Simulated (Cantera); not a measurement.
Cantera with NASA thermochemical tables; ideal gases at 1 bar, condensed phases pure. Values are per mole of reaction as written; species without (g) are pure solids or liquids, kept so even where they would boil at 1 bar.

a) Ni + S2(g) ⇌ NiS2
b) 2 H2(g) + S2(g) ⇌ 2 H2S(g)
c) 1.5 Ni + S2(g) ⇌ 0.5 Ni3S4
d) 2 Ba + S2(g) ⇌ 2 BaS
e) 2 Ca + S2(g) ⇌ 2 CaS
f) 2 Pb + S2(g) ⇌ 2 PbS(g)
g) 4 Na + S2(g) ⇌ 2 Na2S

### Question
Order these by ΔG° at 500 K, most negative first.

### Answer
e (-975 kJ), d (-958 kJ), g (-737 kJ), c (-190 kJ), a (-167 kJ), b (-129 kJ), f (64 kJ)
